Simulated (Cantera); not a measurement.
A diamond (100) surface in a fixed gas of H2 with x(CH4) = 0.005, x(H) = 0.0013, x(CH3) = 2.6e-05, at 1175 K; coverages are run to steady state.

Cantera simulation using the Harris–Goodwin 1993 mechanism for the reconstructed diamond (100) surface; the numbers are that mechanism's predictions, not measurements.

One state of this run: growth (µm/h) = 0.0351; θ c6HH = 0.471; θ c6H* = 0.0350; θ c6*H = 0.471; θ c6** = 0.0222; θ c6HM = 0.000231. θ: site fractions in the mechanism's names (c6HH fully hydrogenated, c6H* and c6*H radical sites, c6** diradical, c6HM methylated).

Question: Which value of P (Pa) does it belong to?
A. 1500
B. 530
C. 890
D. 7100

Answer: A, 1500
